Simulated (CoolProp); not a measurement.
Methanol along the isotherm 620 K: density (kg/m³) from the reference equation and from simpler models built on Tc = 513.4 K, pc = 82.16 bar, ω = 0.565; each cubic takes its own stable root.

The numbers come from the reference Helmholtz-energy equation of state, de Reuck 1993 in CoolProp.

| p (bar) | phase | reference | van der Waals | Redlich-Kwong | Soave-Redlich-Kwong | Peng-Robinson |
|---|---|---|---|---|---|---|
| 0.65 | gas | 0.4045 | 0.4046 | 0.4047 | 0.4045 | 0.4046 |
| 1.33 | gas | 0.8289 | 0.8292 | 0.8293 | 0.8287 | 0.8291 |
| 2.74 | gas | 1.713 | 1.714 | 1.714 | 1.712 | 1.713 |
| 5.62 | gas | 3.533 | 3.539 | 3.541 | 3.530 | 3.537 |
| 11.6 | gas | 7.385 | 7.408 | 7.417 | 7.367 | 7.399 |
| 23.7 | gas | 15.50 | 15.60 | 15.63 | 15.40 | 15.54 |
| 48.7 | gas | 33.79 | 34.39 | 34.43 | 33.23 | 33.85 |
| 100 | supercritical | 78.94 | 85.79 | 83.78 | 75.63 | 78.47 |
| 205 | supercritical | 215.4 | 225.7 | 223.8 | 178.3 | 189.5 |
